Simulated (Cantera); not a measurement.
Gas mixture: N₂ : H₂O : C₂H₆ = 0.56 : 0.86 : 0.53 (molar parts), at 760 Torr, frozen composition.

Cantera's kinetic-theory transport with the Lennard-Jones parameters of GRI-Mech 3.0, ideal gas; thermal conductivity in the multicomponent form. Polar gases are described roughly by these parameters. The composition is frozen, though it would react at the higher temperatures.

One state of this run: ρ (kg/m³) = 0.268; cp (J/kg/K) = 2619; μ (µPa s) = 36.6; λ (mW/m/K) = 127; Pr = 0.756; D (cm²/s) H₂ = 6.83; D (cm²/s) O = 2.97; D (cm²/s) CO₂ = 1.53. D: mixture-averaged diffusion coefficient of that species in the mixture.

Which value of T (K) does it belong to?
A. 1100
B. 500
C. 1000
D. 400

A, 1100
